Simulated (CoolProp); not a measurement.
Vapour pressure (MPa) of R11: the reference equation beside estimates from Tc = 198.0 °C, pc = 4.408 MPa, ω = 0.189. Clausius-Clapeyron is anchored at 102.35 °C with a constant enthalpy of vaporisation of 20.02 kJ/mol.

Model: reference Helmholtz-energy equation of state, Jacobsen 1992, in CoolProp.

```csv
T (°C),reference,Clausius-Clapeyron,van der Waals,Soave-Redlich-Kwong,Peng-Robinson
97.55,0.7815,0.7971,1.564,0.7872,0.7785
102.35,0.8661,0.8661,1.661,0.8731,0.8631
107.05,0.9554,0.9376,1.759,0.9638,0.9524
111.85,1.053,1.015,?,1.063,1.051
116.65,1.159,1.096,1.971,1.170,?
121.45,1.271,1.181,2.083,1.285,1.269
126.15,1.389,1.269,?,1.405,1.388
130.95,1.518,1.363,?,1.535,1.517
135.75,1.655,1.462,2.438,1.674,1.655
140.55,1.801,1.566,2.565,1.823,1.802
```

Question: What belongs in the gaps?

Answer: 
- 111.85, van der Waals: 1.863
- 116.65, Peng-Robinson: 1.156
- 126.15, van der Waals: 2.196
- 130.95, van der Waals: 2.315

Absolute difference from the reference over all 10 rows, mean and median: Clausius-Clapeyron 6.4 and 6.3 %, van der Waals 68.7 and 67.0 %, Soave-Redlich-Kwong 1.0 and 1.0 %, Peng-Robinson 0.2 and 0.2 %.
